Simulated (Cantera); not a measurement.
Input (Python, Cantera):

```python
import numpy as np
import cantera as ct

gas = ct.Solution("SiF4_NH3_mec.yaml", "gas")
gas.TPX = 1723, 2200, {'NH3': 1, 'H2': 18}
inlet = ct.Reservoir(gas, clone=True)

reactor = ct.IdealGasConstPressureReactor(gas, energy="off", clone=False)
exhaust = ct.Reservoir(gas, clone=True)
tau = [21, 7.3, 2.6, 0.92, 0.33, 0.12, 0.041, 0.015, 0.0051, 0.0018][0]
for a, b in ((inlet, reactor), (reactor, exhaust)):
    ct.MassFlowController(a, b, mdot=lambda t: reactor.mass / tau)
net = ct.ReactorNet([reactor])
show = ['NH3', 'H2', 'H', 'NH', 'N2', 'N2H4', 'NH2']

rows = []
print(f"{'tau/s':>10s}{'T/K':>9s}" + "".join(f"{s:>11s}" for s in show))
for tau in [21, 7.3, 2.6, 0.92, 0.33, 0.12, 0.041, 0.015, 0.0051, 0.0018]:
    net.initial_time = 0.0
    net.advance(30 * tau)
    before = gas.X
    net.advance(40 * tau)
    drift = np.max(np.abs(gas.X - before) / (gas.X + 1e-9))
    rows.append([gas.T, *gas[show].X, drift])
    print(f"{tau:10.3e}{gas.T:9.1f}" + "".join(f"{x:11.3e}" for x in gas[show].X))
```

Result:

```
     tau/s      T/K        NH3         H2          H         NH         N2       N2H4        NH2
 2.100e+01   1723.0  3.589e-02  9.558e-01  3.818e-04  8.209e-07  7.927e-03  1.900e-10  3.683e-05
 7.300e+00   1723.0  4.528e-02  9.509e-01  3.492e-04  8.747e-07  3.464e-03  2.559e-10  4.272e-05
 2.600e+00   1723.0  4.996e-02  9.484e-01  3.256e-04  8.427e-07  1.245e-03  2.723e-10  4.405e-05
 9.200e-01   1723.0  5.188e-02  9.475e-01  2.859e-04  6.765e-07  3.338e-04  2.271e-10  4.021e-05
 3.300e-01   1723.0  5.251e-02  9.472e-01  1.940e-04  3.161e-07  4.401e-05  1.075e-10  2.762e-05
 1.200e-01   1723.0  5.261e-02  9.473e-01  8.289e-05  5.796e-08  1.998e-06  1.980e-11  1.183e-05
 4.100e-02   1723.0  5.263e-02  9.473e-01  2.866e-05  6.937e-09  6.397e-08  2.372e-12  4.092e-06
 1.500e-02   1723.0  5.263e-02  9.474e-01  1.049e-05  9.307e-10  2.837e-09  3.185e-13  1.500e-06
 5.100e-03   1723.0  5.263e-02  9.474e-01  3.567e-06  1.077e-10  1.047e-10  3.690e-14  5.117e-07
 1.800e-03   1723.0  5.263e-02  9.474e-01  1.257e-06  1.344e-11  4.236e-12  4.616e-15  1.821e-07
```

Detailed kinetics in Cantera: the gas-phase N/H chemistry of the illustrative SiF4/NH3 mechanism in the Surface Chemkin manual (1991). Walls and surfaces, which speed up NH3 decomposition in real reactors, are not modelled.
